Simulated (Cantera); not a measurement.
An adiabatic, constant-pressure homogeneous reactor starts with C₃H₈ : O₂ : N₂ = 1 : 4.17 : 27.1 (molar parts), at 1375 K and 0.276 atm. Integrator tolerance rtol = 1e-08.

Computed with Cantera and GRI-Mech 3.0 (53 species, 325 reactions). GRI-Mech 3.0 was tuned for natural gas; its chemistry of propane as a main component is partial and can be far from experiment.

What does this change do: initial temperature 1375 to 1248 K?


```
quantity                                                            before                                    after
---------------------------------  ---------------------------------------  ---------------------------------------
time of steepest temperature rise                                 0.941 ms                                  6.25 ms
temperature at 0.200 s                                              2444 K                                   2376 K
equilibrium temperature                                             2444 K                                   2376 K
x(C₃H₈) at 0.200 s                   <1e-12 (gas-phase equilibrium <1e-12)    <1e-12 (gas-phase equilibrium <1e-12)
x(O₂) at 0.200 s                   0.00289 (gas-phase equilibrium 0.00289)  0.00172 (gas-phase equilibrium 0.00171)
x(CH₃) at 0.200 s                    <1e-12 (gas-phase equilibrium <1e-12)    <1e-12 (gas-phase equilibrium <1e-12)
x(N₂O) at 0.200 s                  7.16e-8 (gas-phase equilibrium 7.16e-8)  4.83e-8 (gas-phase equilibrium 4.86e-8)
x(OH) at 0.200 s                   0.00559 (gas-phase equilibrium 0.00559)  0.00396 (gas-phase equilibrium 0.00395)
x(C₂H₂) at 0.200 s                   <1e-12 (gas-phase equilibrium <1e-12)    <1e-12 (gas-phase equilibrium <1e-12)
x(HO₂) at 0.200 s                  3.52e-7 (gas-phase equilibrium 3.52e-7)  2.00e-7 (gas-phase equilibrium 1.99e-7)
```

What does this change do: initial temperature 1375 to 1175 K?


```
quantity                                                            before                                    after
---------------------------------  ---------------------------------------  ---------------------------------------
time of steepest temperature rise                                 0.941 ms                                  26.0 ms
temperature at 0.200 s                                              2444 K                                   2333 K
equilibrium temperature                                             2444 K                                   2332 K
x(C₃H₈) at 0.200 s                   <1e-12 (gas-phase equilibrium <1e-12)    <1e-12 (gas-phase equilibrium <1e-12)
x(O₂) at 0.200 s                   0.00289 (gas-phase equilibrium 0.00289)  0.00117 (gas-phase equilibrium 0.00116)
x(CH₃) at 0.200 s                    <1e-12 (gas-phase equilibrium <1e-12)    <1e-12 (gas-phase equilibrium <1e-12)
x(N₂O) at 0.200 s                  7.16e-8 (gas-phase equilibrium 7.16e-8)  3.59e-8 (gas-phase equilibrium 3.68e-8)
x(OH) at 0.200 s                   0.00559 (gas-phase equilibrium 0.00559)  0.00312 (gas-phase equilibrium 0.00310)
x(C₂H₂) at 0.200 s                   <1e-12 (gas-phase equilibrium <1e-12)    <1e-12 (gas-phase equilibrium <1e-12)
x(HO₂) at 0.200 s                  3.52e-7 (gas-phase equilibrium 3.52e-7)  1.34e-7 (gas-phase equilibrium 1.32e-7)
```
